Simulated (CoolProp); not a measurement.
R143a along the isobar 4.7 MPa: fugacity coefficient from the reference equation and from simpler models built on Tc = 72.7 °C, pc = 3.762 MPa, ω = 0.261; each cubic takes its own stable root.

Values from CoolProp's reference Helmholtz-energy equation of state, Lemmon and Jacobsen 2000.

```
T (°C)   phase  reference  van der Waals  Soave-Redlich-Kwong
------  ------  ---------  -------------  -------------------
-71.65  liquid   0.006806        0.07454                  [?]
-57.75  liquid    0.01474         0.1047                  [?]
-43.85  liquid    0.02846         0.1408              0.02958
-29.95  liquid    0.05000         0.1825              0.05251
-16.05  liquid    0.08128            [?]              0.08607
-2.15   liquid     0.1238         0.2808               0.1318
11.75   liquid     0.1783         0.3359               0.1906
25.65   liquid     0.2448         0.3938               0.2621
39.55   liquid     0.3226         0.4536                  [?]
53.45   liquid     0.4094            [?]                  [?]
67.35   liquid     0.5018         0.5733                  [?]
```

Question: What belongs in the gaps?

Answer: 
- -71.65, Soave-Redlich-Kwong: 0.006887
- -57.75, Soave-Redlich-Kwong: 0.01513
- -16.05, van der Waals: 0.2294
- 39.55, Soave-Redlich-Kwong: 0.3447
- 53.45, van der Waals: 0.5139
- 53.45, Soave-Redlich-Kwong: 0.4355
- 67.35, Soave-Redlich-Kwong: 0.5292
